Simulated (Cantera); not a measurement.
Feed: 1 mol Ni, 0.5 mol NH3, 3.4 mol N2, equilibrated at 0.133 bar.

These are equilibrium values from Cantera (NASA tables, ideal gas, pure condensed phases), not measurements of a reactor. Candidate condensed phases: Ni; 10 gas species. Rates play no part.

x: gas mole fraction; n: condensed amount in mol.

| T (K) | x N2 | x H2 | x H | x Ni | x NH3 | x NH2 | x N | n Ni(s) | n Ni(l) |
|---|---|---|---|---|---|---|---|---|---|
| 1548 | 0.830 | 0.170 | 3.48e-5 | 1.10e-6 | 4.60e-7 | 2.61e-10 | <1e-12 | 1.000 | 0 |
| 1598 | 0.830 | 0.170 | ? | ? | ? | ? | ? | 1.000 | 0 |
| 1648 | 0.829 | 0.170 | 0.000101 | 7.93e-6 | 3.52e-7 | 6.20e-10 | 4.76e-12 | 1.000 | 0 |
| 1698 | 0.829 | 0.170 | 0.000163 | 1.95e-5 | 3.12e-7 | 9.20e-10 | 1.33e-11 | 1.000 | 0 |
| 1748 | 0.829 | 0.170 | 0.000258 | 4.48e-5 | 2.78e-7 | 1.33e-9 | 3.52e-11 | 0 | 1.000 |
| 1798 | 0.829 | 0.170 | 0.000398 | 9.63e-5 | 2.50e-7 | 1.90e-9 | 8.80e-11 | 0 | 1.000 |
| 1848 | 0.829 | 0.170 | ? | ? | ? | ? | ? | 0 | 0.999 |
| 1898 | 0.829 | 0.170 | 0.000882 | 0.000392 | 2.04e-7 | 3.62e-9 | 4.77e-10 | 0 | 0.998 |
| 1948 | 0.828 | 0.170 | 0.00127 | 0.000749 | 1.86e-7 | 4.87e-9 | 1.04e-9 | 0 | 0.997 |
| 1998 | 0.828 | 0.169 | 0.00181 | 0.00138 | 1.70e-7 | 6.45e-9 | 2.18e-9 | 0 | 0.994 |
| 2048 | 0.826 | 0.169 | 0.00252 | 0.00247 | 1.56e-7 | 8.42e-9 | 4.42e-9 | 0 | 0.989 |

Question: Fill in the missing entries.

Answer: 
- 1848, x H: 0.000599
- 1848, x Ni: 0.000198
- 1848, x NH3: 2.25e-7
- 1848, x NH2: 2.64e-9
- 1848, x N: 2.10e-10
- 1598, x H: 6.02e-5
- 1598, x Ni: 3.04e-6
- 1598, x NH3: 4.01e-7
- 1598, x NH2: 4.08e-10
- 1598, x N: 1.59e-12
